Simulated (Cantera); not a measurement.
A closed system holds: 1 mol Si, 5.5 mol Br₂, 0.62 mol N₂, 9.4 mol HBr, at 952 °C and 0.0450 Torr.

Equilibrium computed with Cantera from the NASA thermochemical tables; the gas is ideal and each condensed phase is pure. Candidate condensed phases: Br₂, Si, Si₃N₄; 28 gas species. The tables' values for SiBr₃ are old estimates; treat these amounts as uncertain. Kinetics and transport are ignored.

Base state: HBr 0.520, Br 0.386, SiBr₄ 0.0526, N₂ 0.0344, Br₂ 0.00354, SiBr₂ 0.00161, SiBr₃ 0.00119, H₂ 0.000378 (mole fractions); condensed: gas only.

**Question.** What changes in the equilibrium state with this change: Br₂ from 5.5 to 2.8 mol?

**Answer.** 
```csv
species,before,after
HBr,0.520,0.714
Br,0.386,0.157
SiBr₄,0.0526,0.0619
N₂,0.0344,0.0476
SiBr₂,0.00161,0.0115
H₂,0.000378,0.00431
Br₂,0.00354,0.000583
SiBr₃,0.00119,0.00345
```

**Question.** What changes in the equilibrium state with this change: temperature from 952 °C to 977 °C?

**Answer.** 
```
species    before     after
-------  --------  --------
HBr         0.520     0.516
Br          0.386     0.392
SiBr₄      0.0526    0.0485
N₂         0.0344    0.0341
SiBr₂     0.00161   0.00449
H₂       0.000378  0.000655
```

**Question.** What changes in the equilibrium state with this change: pressure from 0.0450 Torr to 1.00 Torr?

**Answer.** 
| species | before | after |
|---|---|---|
| HBr | 0.520 | 0.548 |
| Br | 0.386 | 0.308 |
| SiBr₄ | 0.0526 | 0.0582 |
| Br₂ | 0.00354 | 0.0500 |
| N₂ | 0.0344 | 0.0361 |
| SiBr₂ | 0.00161 | 5.66e-6 |
| SiBr₃ | 0.00119 | 7.42e-5 |
| H₂ | 0.000378 | 2.96e-5 |
